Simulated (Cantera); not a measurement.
A closed system holds: 1 mol Al, 2.7 mol Cl₂, held at 0.160 bar.

Method: chemical equilibrium by Gibbs-energy minimisation in Cantera with the NASA 1993 tables (ideal gas, pure condensed phases). Candidate condensed phases: Al, AlCl₃; 8 gas species. Kinetics and transport are ignored.

**Question.** At 227 °C, list the 3 most abundant gas species with their mole fractions, and the condensed phases.

**Answer.** Cl₂ 0.705, Al₂Cl₆ 0.292, AlCl₃ 0.00312. Condensed: gas only.
